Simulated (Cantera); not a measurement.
**Low-pressure radical oxidation in H2/O2**

An isothermal, constant-pressure homogeneous reactor starts with H₂ : O₂ : H₂O = 0.043 : 1 : 0.031 (molar parts), equivalence ratio 0.021, at 1325 K and 2.40 Torr.

Model: the H2/O2 subset of GRI-Mech 3.0, which has no nitrogen chemistry, integrated in Cantera. Radical loss at walls, strong at low pressure, is not modelled. The temperature is held fixed by assumption; the heat of reaction is taken as removed at once.

```
t (s)         x H₂   x O₂    x H₂O₂     x OH    x HO₂       x H
--------  --------  -----  --------  -------  -------  --------
0.000200    0.0400  0.931  3.22e-12  7.22e-9  1.41e-8   8.17e-9
0.000502    0.0400  0.931  2.01e-11  3.15e-8  3.53e-8   1.94e-8
0.00126     0.0400  0.931  1.23e-10  2.21e-7  8.87e-8   1.05e-7
0.00317     0.0400  0.931  7.28e-10  1.13e-5  2.27e-7   5.12e-6
0.00795    0.00745  0.905   3.97e-8  0.00738  7.42e-7   0.00611
0.0200    0.000949  0.898   2.21e-8  0.00519  6.65e-7   0.00536
0.0501    0.000920  0.899   2.20e-8  0.00511  6.59e-7   0.00510
0.126     0.000852  0.901   2.18e-8  0.00492  6.45e-7   0.00451
0.316     0.000706  0.907   2.12e-8  0.00449  6.08e-7   0.00335
0.793     0.000459  0.915   1.92e-8  0.00364  5.20e-7   0.00171
1.99      0.000196  0.923   1.46e-8  0.00239  3.53e-7  0.000467
5.00       5.34e-5  0.928   8.41e-9  0.00125  1.64e-7   6.56e-5
```
x: mole fraction; the columns are a selection and need not sum to one.

Equilibrium at this temperature and pressure: H₂ 1.74e-7, O₂ 0.930, H₂O₂ 2.54e-10, OH 7.15e-5, HO₂ 2.88e-8, H 1.21e-8 (gas phase only).
